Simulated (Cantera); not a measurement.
An adiabatic, constant-volume homogeneous reactor starts with 1.33 % C3H8, 20.7 % O2, 78.0 % N2, equivalence ratio 0.32, at 998 K and 1000000 Pa.

Cantera simulation using GRI-Mech 3.0 (53 species, 325 reactions); the numbers are that mechanism's predictions, not measurements. GRI-Mech 3.0 was tuned for natural gas; its chemistry of propane as a main component is partial and can be far from experiment. Below about 1000 K GRI-Mech 3.0 lacks low-temperature oxidation paths.

Problem. Predict: time of steepest temperature rise; temperature at 8.00 s; equilibrium temperature; x(O2) at 8.00 s; x(NO) at 8.00 s; x(CO) at 8.00 s.

Solution. time of steepest temperature rise: 56.6 ms
temperature at 8.00 s: 1936 K
equilibrium temperature: 1936 K
x(O2) at 8.00 s: 0.136 (gas-phase equilibrium 0.136)
x(NO) at 8.00 s: 0.00509 (gas-phase equilibrium 0.00509)
x(CO) at 8.00 s: 1.84e-5 (gas-phase equilibrium 1.84e-5)
